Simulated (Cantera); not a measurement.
An isothermal, constant-pressure homogeneous reactor starts with 75.2 % CH₄, 24.8 % CO₂, at 1375 K and 100.0 Torr.

Detailed kinetics in Cantera: GRI-Mech 3.0 (53 species, 325 reactions). GRI-Mech 3.0 stops at C3 and has no aromatics, soot or wall deposition, so with more carbon than oxygen in the feed, carbon stays in small species such as C2H2 where larger ones or solid carbon would form.

### Question
Predict: x(CH₄) at 10.0 s; x(CO₂) at 10.0 s; x(H) at 10.0 s; x(CO) at 10.0 s; x(C₂H₄) at 10.0 s.

### Answer
- x(CH₄) at 10.0 s: 0.532 (gas-phase equilibrium 0.0646)
- x(CO₂) at 10.0 s: 0.196 (gas-phase equilibrium 6.76e-8)
- x(H) at 10.0 s: 1.21e-6 (gas-phase equilibrium 7.11e-6)
- x(CO) at 10.0 s: 0.0221 (gas-phase equilibrium 0.266)
- x(C₂H₄) at 10.0 s: 0.00384 (gas-phase equilibrium 0.00790)
